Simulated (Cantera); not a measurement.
An isothermal, constant-pressure homogeneous reactor starts with 0.249 % CO, 0.298 % O2, 0.0119 % H2O, 99.4 % N2, equivalence ratio 0.42, at 1500 K and 36000 Pa.

Computed with Cantera and GRI-Mech 3.0 (53 species, 325 reactions).

**Question.** Predict: x(CO) at 5.00 s; x(O2) at 5.00 s; x(H2O) at 5.00 s; x(H) at 5.00 s; x(HO2) at 5.00 s.

**Answer.** 
```
Quantity                                             Result
----------------  -----------------------------------------
x(CO) at 5.00 s     3.33e-6 (gas-phase equilibrium 4.98e-7)
x(O2) at 5.00 s     0.00174 (gas-phase equilibrium 0.00168)
x(H2O) at 5.00 s  0.000118 (gas-phase equilibrium 0.000119)
x(H) at 5.00 s      4.30e-8 (gas-phase equilibrium 2.83e-9)
x(HO2) at 5.00 s   1.54e-9 (gas-phase equilibrium 1.39e-10)
```
